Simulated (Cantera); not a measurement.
**Sublimation and decomposition of ceramics: AlN + C + N2**

Charge: 1 mol AlN, 0.057 mol C, 5.9 mol N2, held at 340 Pa.

Cantera equilibrium calculation (NASA polynomials, part measured and part estimated; ideal gas, pure solids and liquids). Candidate condensed phases: Al, AlN, C; 16 gas species. Rates play no part.

| T (K) | log p N2 | log p Al | log p CN | log p C2N2 | n AlN(s) | n C(graphite) |
|---|---|---|---|---|---|---|
| 1825 | -2.47 | -5.04 | -8.57 | -8.99 | 0.984 | 0.0570 |
| 1875 | -2.47 | -4.55 | -8.24 | -8.76 | 0.951 | 0.0570 |
| 1925 | -2.48 | -4.09 | -7.93 | -8.54 | 0.854 | 0.0570 |
| 1975 | -2.50 | -3.65 | -7.64 | -8.34 | 0.566 | 0.0569 |
| 2025 | -2.53 | -3.34 | -7.37 | -8.17 | 0 | 0.0569 |
| 2075 | -2.53 | -3.34 | -7.10 | -7.98 | 0 | 0.0568 |
| 2125 | -2.53 | -3.34 | -6.85 | -7.79 | 0 | 0.0566 |
| 2175 | -2.53 | -3.34 | -6.60 | -7.62 | 0 | 0.0563 |
| 2225 | -2.53 | -3.34 | -6.37 | -7.45 | 0 | 0.0559 |
| 2275 | -2.53 | -3.34 | -6.15 | -7.29 | 0 | 0.0551 |
| 2325 | -2.53 | -3.34 | -5.93 | -7.13 | 0 | 0.0539 |
| 2375 | -2.53 | -3.34 | -5.73 | -6.98 | 0 | 0.0520 |
log p: log10 of the partial pressure in bar; n: condensed amount in mol.

From 1825 K to 1975 K the condensed part is AlN(s) + C(graphite). From 2025 K to 2375 K the condensed part is C(graphite). The main Al-bearing gas is Al throughout.
